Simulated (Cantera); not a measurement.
What does this Cantera script print?

```python
import numpy as np
import cantera as ct

gas_names = """
    F F2 N NF NF2 NF3 N2 Si SiF SiF2 SiF3 SiF4 SiN Si2 Si2N Si3
""".split()
cond_names = """
    Si(cr) Si(L) Si3N4(a)
""".split()


def load(file, names, dense=False):
    # The tables refer to 1 bar. Condensed volumes are neglected.
    table = {s.name: s for s in ct.Species.list_from_file(file)}
    out = []
    for n in names:
        d = dict(table[n].input_data)
        d["thermo"] = dict(d["thermo"], **{"reference-pressure": 1e5})
        if dense:
            d["equation-of-state"] = {"model": "constant-volume", "density": "1e6 g/cm^3"}
        out.append(ct.Species.from_dict(d))
    return out


gas = ct.Solution(thermo="ideal-gas", species=load("nasa_gas.yaml", gas_names))
cond = {s.name: ct.Solution(thermo="fixed-stoichiometry", species=[s], name=s.name)
        for s in load("nasa_condensed.yaml", cond_names, dense=True)}
atoms = {
    'Si3N4': {'Si': 3, 'N': 4},
    'F2': {'F': 2},
    'N2': {'N': 2},
}
top_T = {'Si3N4(a)': 2400}  # K; cautious upper limits of use, not melting points


def equilibrate(T, P, feed):
    n = {}
    for name, mol in feed.items():
        for a, k in atoms[name].items():
            n[a] = n.get(a, 0.0) + k * mol
    gas.TPX = T, P, n
    mass = sum(n.values()) * gas.mean_molecular_weight
    gas.equilibrate("TP")
    valid = [c for c in cond.values() if c.min_temp <= T <= top_T.get(c.name, c.max_temp)]
    mix = ct.Mixture([(gas, mass / gas.mean_molecular_weight)] + [(c, 0.0) for c in valid])
    mix.T, mix.P = T, P
    mix.equilibrate("TP", solver="vcs", rtol=1e-11, max_steps=5000)
    return mix


results = []
feed = {'Si3N4': 1, 'F2': 8.1, 'N2': 3.3}  # mol
T = 1198  # K
P = 1333.22  # Pa
mix = equilibrate(T, P, feed)
results.append((T, P, feed, dict(zip(mix.species_names, mix.species_moles))))
print(gas.report(threshold=0.0001))
for i in range(1, mix.n_phases):
    print(f"{mix.phase(i).name:16s} {mix.phase_moles(i):12.5e} mol")
```

Output:

```
       temperature   1198 K
          pressure   1333.2 Pa
           density   0.0058196 kg/m^3
  mean mol. weight   43.48 kg/kmol
   phase of matter   gas

                          1 kg             1 kmol
                     ---------------   ---------------
          enthalpy       -7.4646e+06       -3.2456e+08  J
   internal energy       -7.6937e+06       -3.3452e+08  J
           entropy            7066.9        3.0727e+05  J/K
    Gibbs function       -1.5931e+07       -6.9266e+08  J
 heat capacity c_p            1069.2             46490  J/K
 heat capacity c_v            878.02             38176  J/K

                      mass frac. Y      mole frac. X     chem. pot. / RT
                     ---------------   ---------------   ---------------
                 F           0.14279           0.32679           -18.262
                F2         0.0048353          0.005533           -36.524
                N2            0.2747           0.42635           -30.519
              SiF4           0.57768           0.24133           -208.67
     [  +12 minor]        2.2694e-07        1.4808e-07

Si(cr)            0.00000e+00 mol
Si3N4(a)          0.00000e+00 mol
```

These are equilibrium values from Cantera (NASA tables, ideal gas, pure condensed phases), not measurements of a reactor.
